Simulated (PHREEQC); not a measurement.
Consider water at 65 °C with 0.052 mol/kgw H2SO4, 0.00071 mol/kgw Al(NO3)3 and 5.6e-05 mol/kgw H3BO3. Closed to the air; pH follows from the charge balance.

Computed with PHREEQC (ion-association model, wateq4f.dat).

### Question
The ionic strength comes out as 0.0678 mol/kgw. What activity coefficients do AlSO4+, SO4-2, Al+3, Al(SO4)2-, HSO4- get?

### Answer
AlSO4+ 0.79, SO4-2 0.40, Al+3 0.19, Al(SO4)2- 0.79, HSO4- 0.79.

No solid was allowed to form. Complexes and solids missing from the database can't appear. Constants without temperature data keep their 25 °C values here.
